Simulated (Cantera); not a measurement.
Charge: 1 mol SiH₄, 0.07 mol C₂H₄, 650 mol H₂, 0.18 mol CH₄, equilibrated at 925 °C and 1.33 mbar.

These are equilibrium values from Cantera (NASA tables, ideal gas, pure condensed phases), not measurements of a reactor. Candidate condensed phases: C, C₆H₆, C₇H₈, C₈H₁₈, Si, SiC; 87 gas species. Mutual solubility and eutectic melting of coexisting phases are not modelled. The numbers say what is thermodynamically allowed, not how fast it happens.

Q: What is the equilibrium state?

A: 
- x(H₂) = 1.000
- x(H) = 5.22e-6
- n(Si(s)) = 0.680 mol
- n(SiC(s)) = 0.320 mol
- gas amount = 652.5 mol
- log10 activity of C(graphite) (absent) = -2.78
